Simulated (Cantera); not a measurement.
An isothermal, constant-pressure homogeneous reactor starts with 40.0 % NO, 60.0 % N2, at 1650 K and 20.0 Torr.

Model: GRI-Mech 3.0 (53 species, 325 reactions), integrated in Cantera. Radical loss at walls, strong at low pressure, is not modelled.

Predict: x(NO) at 60.0 s; x(O2) at 60.0 s; x(N2) at 60.0 s; x(NO2) at 60.0 s; x(N2O) at 60.0 s.


```json
{
 "x(NO) at 60.0 s": "0.371 (gas-phase equilibrium 0.00235)",
 "x(O2) at 60.0 s": "0.0145 (gas-phase equilibrium 0.199)",
 "x(N2) at 60.0 s": "0.615 (gas-phase equilibrium 0.799)",
 "x(NO2) at 60.0 s": "5.59e-5 (gas-phase equilibrium 1.31e-6)",
 "x(N2O) at 60.0 s": "4.62e-5 (gas-phase equilibrium 2.28e-8)"
}
```
